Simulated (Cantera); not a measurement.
What does this Cantera script print?

```python
import numpy as np
import cantera as ct

gas = ct.Solution("gri30.yaml")
gas.TPX = 523, 98000, {'CH4': 1, 'O2': 2.06, 'N2': 7.75}
flame = ct.FreeFlame(gas, width=0.041)
flame.set_refine_criteria(ratio=3, slope=0.08, curve=0.16)
flame.transport_model = "mixture-averaged"
flame.solve(loglevel=0, auto=True)
flame.transport_model = "multicomponent"
flame.soret_enabled = False
flame.solve(loglevel=0, refine_grid=True)
z, T = flame.grid, flame.T
thick = (T[-1] - T[0]) / np.gradient(T, z).max()
show = ['CH4', 'O2', 'HCO', 'C2H4', 'NO', 'H']
print(f"laminar burning velocity  {flame.velocity[0] * 100:.3f} cm/s")
print(f"burnt temperature         {T[-1]:.1f} K")
print(f"thermal thickness         {thick * 1e3:.4f} mm")
print(f"grid points               {len(z)}")
z0 = z[flame.heat_release_rate.argmax()]
print(f"{'z/mm':>9s}{'T/K':>9s}{'u/(m/s)':>9s}" + "".join(f"{s:>11s}" for s in show))
rows = []
for k in (-3, -2, -1.5, -1, -0.5, -0.25, 0, 0.25, 0.5, 1, 2, 4, 8):
    zz = z0 + k * thick
    rows.append([k * thick, np.interp(zz, z, T), np.interp(zz, z, flame.velocity),
                 *(np.interp(zz, z, flame.X[gas.species_index(s)]) for s in show)])
    print(f"{rows[-1][0] * 1e3:9.3f}{rows[-1][1]:9.1f}{rows[-1][2]:9.3f}" + "".join(f"{x:11.3e}" for x in rows[-1][3:]))
```

Result:

```
laminar burning velocity  99.695 cm/s
burnt temperature         2323.9 K
thermal thickness         0.3673 mm
grid points               150
     z/mm      T/K  u/(m/s)        CH4         O2        HCO       C2H4         NO          H
   -1.102    523.1    0.998  9.244e-02  1.904e-01  4.400e-18  6.126e-09  1.366e-10  4.895e-14
   -0.735    524.3    1.002  9.223e-02  1.901e-01  3.834e-15  1.085e-07  1.819e-09  8.768e-12
   -0.551    530.0    1.014  9.173e-02  1.893e-01  6.641e-13  8.358e-07  1.099e-08  5.193e-10
   -0.367    577.0    1.110  8.867e-02  1.855e-01  3.205e-10  1.124e-05  1.133e-07  2.032e-07
   -0.184    942.6    1.839  6.587e-02  1.561e-01  5.222e-07  1.848e-04  1.673e-06  9.824e-05
   -0.092   1353.9    2.669  3.698e-02  1.160e-01  1.374e-05  4.490e-04  4.340e-06  7.375e-04
    0.000   1748.3    3.474  8.880e-03  6.761e-02  6.053e-05  2.998e-04  9.251e-06  3.346e-03
    0.092   1911.0    3.797  6.315e-04  3.930e-02  2.018e-05  1.576e-05  1.557e-05  6.567e-03
    0.184   1956.6    3.873  2.298e-05  2.968e-02  1.168e-06  2.050e-07  1.982e-05  7.878e-03
    0.367   2008.9    3.953  4.191e-08  2.458e-02  5.201e-08  6.164e-11  2.453e-05  7.707e-03
    0.735   2075.3    4.064  4.131e-12  2.157e-02  3.051e-08  1.103e-15  3.140e-05  6.056e-03
    1.469   2151.6    4.193  1.388e-16  1.875e-02  1.630e-08  8.995e-18  4.365e-05  3.943e-03
    2.938   2224.8    4.315  6.108e-17  1.583e-02  7.338e-09  7.340e-18  6.580e-05  2.266e-03
```

Computed with Cantera and GRI-Mech 3.0 (53 species, 325 reactions). Burning velocities carry a grid error of a few per cent, more on coarse grids.
